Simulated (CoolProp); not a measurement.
Computed with CoolProp (reference Helmholtz-energy equation of state, Lemmon 2006). It is a short technical equation, of lower accuracy than the large ones.

Question: For C3F8 (R218), give the phase and the density (kg/m³), speed of sound (m/s), viscosity (µPa s), conductivity (mW/(m K)) at 376 K and 27.5 bar; 376 K and 49.5 bar.

Answer: 
- 376 K and 27.5 bar: supercritical; density 243, speed of sound 95.0, viscosity 19.8, conductivity 23.9
- 376 K and 49.5 bar: supercritical; density 731, speed of sound 99.1, viscosity 47.2, conductivity 34.5

Viscosity comes from a separate model (Huber 2003), an estimate that may be off by 10 % or more. Thermal conductivity comes from a separate model (Huber 2003), an estimate that may be off by 10 % or more.
